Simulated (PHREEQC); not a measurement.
NH3 is added in steps, without added water, to 1 kg of water holding 0.0017 mol H2SO4, 8.3e-05 mol Li2SO4 and 0.00061 mol Na2SO4, at 25 °C. Oxygen alone is held at its pressure in air (log pO2 = -0.68). No CO2 enters from the air. Solids allowed: Mirabilite. Others were left out.

Base run: PHREEQC, ion-association model, wateq4f.dat. Each further column changes one thing. The table gives HSO4- (mol/kgw).

| NH3 added (mol) | base | Na2SO4 from 0.00061 to 0.000305 mol/kgw | H2SO4 from 0.0017 to 0.00255 mol/kgw | no solid may form |
|---|---|---|---|---|
| 0 | 0.000414 | 0.000372 | 0.000737 | 0.000414 |
| 0.0008812 | 0.000317 | 0.000285 | 0.000627 | 0.000317 |
| 0.001469 | 0.000248 | 0.000223 | 0.000549 | 0.000248 |
| 0.00235 | 0.000139 | 0.000126 | 0.000428 | 0.000139 |
| 0.003231 | 2.32e-5 | 2.09e-5 | 0.000299 | 2.32e-5 |
| 0.003819 | 7.25e-10 | 6.48e-10 | 0.000209 | 7.25e-10 |
| 0.0047 | 2.34e-10 | 2.09e-10 | 6.72e-5 | 2.34e-10 |
| 0.005581 | 1.40e-10 | 1.25e-10 | 1.20e-9 | 1.40e-10 |
| 0.006169 | 1.10e-10 | 9.83e-11 | 5.40e-10 | 1.10e-10 |
| 0.00705 | 8.36e-11 | 7.47e-11 | 2.96e-10 | 8.36e-11 |
| 0.007931 | 6.74e-11 | 6.02e-11 | 2.04e-10 | 6.74e-11 |
| 0.008519 | 5.97e-11 | 5.34e-11 | 1.69e-10 | 5.97e-11 |
| 0.0094 | 5.10e-11 | 4.56e-11 | 1.34e-10 | 5.10e-11 |
